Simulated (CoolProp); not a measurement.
Aqueous potassium formate as a coolant, 11 % by mass, freezing at -5.5 °C, 1 atm.

Computed with CoolProp (Melinder's fits for secondary coolants).

```csv
T (°C),density (kg/m³),conductivity (W/(m K)),viscosity (mPa s),Prandtl number
-4.3,1071,0.541,2.30,16.0
-1.1,1070,0.546,2.08,14.3
2.1,1070,0.551,1.89,12.9
5.2,1069,0.555,?,11.7
8.4,1069,0.560,1.58,10.6
11.6,1068,0.564,?,9.72
14.7,1067,0.569,1.35,?
17.9,1066,0.573,1.25,8.22
21.1,1065,0.577,1.16,7.59
24.3,1064,0.582,1.08,?
27.4,1063,0.586,1.01,6.53
30.6,1062,?,0.948,6.07
33.8,?,0.594,0.889,5.66
```

Q: Some entries are withheld; supply them.

A: 
- 5.2, viscosity (mPa s): 1.73
- 11.6, viscosity (mPa s): 1.46
- 14.7, Prandtl number: 8.94
- 24.3, Prandtl number: 7.02
- 30.6, conductivity (W/(m K)): 0.590
- 33.8, density (kg/m³): 1061
